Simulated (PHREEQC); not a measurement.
Solution (25 °C): 0.0029 mol/kgw CuSO4 and 0.00027 mol/kgw KCl. Closed to the air; pH follows from the charge balance.

Computed with PHREEQC (ion-association model, wateq4f.dat).

The ionic strength comes out as 0.00977 mol/kgw. What activity coefficients do CuCl+, CuOH+, KSO4-, Cu+2, SO4-2 get?

CuCl+ 0.90, CuOH+ 0.90, KSO4- 0.91, Cu+2 0.68, SO4-2 0.67.

This is a speciation only: nothing precipitates in the calculation. The solution is supersaturated, for example in Brochantite, Antlerite, so a real one may precipitate; this is no full list.
